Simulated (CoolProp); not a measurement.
Vapour-liquid equilibrium of CH2F2 (R32) (1) + R152A (2) at 182.7 K; x and y are mole fractions of (1).

Computed with CoolProp (multi-fluid Helmholtz-energy mixture model, Tillner-Roth 1997 and Outcalt 1996; pair parameters Bell 2016).

```
x     bubble pressure (MPa)  y at the bubble point  dew pressure at overall composition x (MPa)  liquid density (mol/L)
----  ---------------------  ---------------------  -------------------------------------------  ----------------------
0.05               0.001875                  0.256                                     0.001532                   17.56
0.15               0.002661                  0.529                                     0.001681                   18.17
0.25               0.003411                  0.674                                     0.001863                   18.81
0.35               0.004134                  0.765                                     0.002088                   19.50
0.45               0.004834                    ___                                     0.002373                   20.23
0.55               0.005518                  0.875                                     0.002748                     ___
0.65               0.006192                    ___                                     0.003261                   21.84
0.75               0.006863                  0.942                                     0.003999                   22.74
0.85               0.007535                  0.967                                     0.005139                   23.70
0.95               0.008214                  0.990                                     0.007066                   24.73
```

Task: What belongs in the gaps?

Result: 
- 0.45, y at the bubble point: 0.828
- 0.55, liquid density (mol/L): 21.01
- 0.65, y at the bubble point: 0.912

No azeotrope shows between x = 0.05 and 0.95.

Pair parameters are fitted to limited data, so mixtures are less certain than the pure fluids.
